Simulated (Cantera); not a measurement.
A Cantera script and its output.

```python
import numpy as np
import cantera as ct

gas = ct.Solution("h2o2.yaml")
gas.TPX = 1050, 16000, {'H2': 1.8, 'O2': 1, 'N2': 2.8}
reactor = ct.IdealGasConstPressureReactor(gas, energy="off", clone=False)
net = ct.ReactorNet([reactor])
net.rtol, net.atol = 1e-08, 1e-18
show = ['H2', 'O2', 'H2O', 'O', 'OH', 'H2O2', 'HO2']
times = np.geomspace(0.0005, 50, 14)

steps = ct.SolutionArray(gas, extra=["t"])
rows = []
print(f"{'t/s':>10s}{'T/K':>9s}{'P/Pa':>11s}" + "".join(f"{s:>11s}" for s in show))
for t in times:
    while net.time < t:
        t_next = net.step()
        steps.append(gas.state, t=t_next)
    rows.append([np.interp(t, steps.t, y) for y in (steps.T, steps.P, *steps(*show).X.T)])
    print(f"{t:10.3e}{rows[-1][0]:9.1f}{rows[-1][1]:11.4g}" + "".join(f"{x:11.3e}" for x in rows[-1][2:]))
rate = np.gradient(steps.T, steps.t)
print("integrator steps:", len(steps.t))
if steps.T.max() > steps.T[0] + 200:
    print(f"time of steepest temperature rise: {steps.t[rate.argmax()]:.4e} s")
gas.TPX = 1050, 16000, {'H2': 1.8, 'O2': 1, 'N2': 2.8}
gas.equilibrate("TP")
print(f"equilibrium (TP): T = {gas.T:.1f} K  " + "  ".join(f"{s} {gas[s].X[0]:.3e}" for s in show))
```

Result:

```
       t/s      T/K       P/Pa         H2         O2        H2O          O         OH       H2O2        HO2
 5.000e-04   1050.0    1.6e+04  2.994e-01  1.698e-01  1.604e-02  1.400e-03  5.923e-04  1.737e-07  1.995e-05
 1.212e-03   1050.0    1.6e+04  1.852e-02  3.258e-02  3.472e-01  1.902e-03  1.702e-03  2.017e-06  1.423e-05
 2.939e-03   1050.0    1.6e+04  4.187e-03  2.329e-02  3.768e-01  2.703e-04  5.392e-04  2.201e-06  9.823e-06
 7.126e-03   1050.0    1.6e+04  9.770e-04  2.170e-02  3.816e-01  4.420e-05  1.887e-04  1.630e-06  6.697e-06
 1.728e-02   1050.0    1.6e+04  2.230e-04  2.136e-02  3.827e-01  7.621e-06  7.678e-05  7.918e-07  3.146e-06
 4.188e-02   1050.0    1.6e+04  4.512e-05  2.129e-02  3.829e-01  1.400e-06  3.510e-05  2.792e-07  9.028e-07
 1.015e-01   1050.0    1.6e+04  7.468e-06  2.128e-02  3.830e-01  3.018e-07  1.743e-05  9.040e-08  1.808e-07
 2.462e-01   1050.0    1.6e+04  1.121e-06  2.127e-02  3.830e-01  7.991e-08  9.217e-06  2.968e-08  3.449e-08
 5.969e-01   1050.0    1.6e+04  2.234e-07  2.128e-02  3.830e-01  2.557e-08  5.234e-06  1.050e-08  8.787e-09
 1.447e+00   1050.0    1.6e+04  6.755e-08  2.128e-02  3.830e-01  9.298e-09  3.153e-06  4.025e-09  3.001e-09
 3.509e+00   1050.0    1.6e+04  2.464e-08  2.128e-02  3.830e-01  3.626e-09  1.967e-06  1.621e-09  1.208e-09
 8.506e+00   1050.0    1.6e+04  9.860e-09  2.128e-02  3.830e-01  1.477e-09  1.254e-06  6.739e-10  6.002e-10
 2.062e+01   1050.0    1.6e+04  4.476e-09  2.128e-02  3.830e-01  6.383e-10  8.242e-07  2.955e-10  4.273e-10
 5.000e+01   1050.0    1.6e+04  2.739e-09  2.128e-02  3.830e-01  3.289e-10  5.914e-07  1.542e-10  4.221e-10
integrator steps: 2287
equilibrium (TP): T = 1050.0 K  H2 2.390e-09  O2 2.128e-02  H2O 3.830e-01  O 2.455e-10  OH 5.107e-07  H2O2 1.158e-10  HO2 4.433e-10
```

Detailed kinetics in Cantera: the H2/O2 subset of GRI-Mech 3.0, which has no nitrogen chemistry. The temperature is held fixed by assumption; the heat of reaction is taken as removed at once.
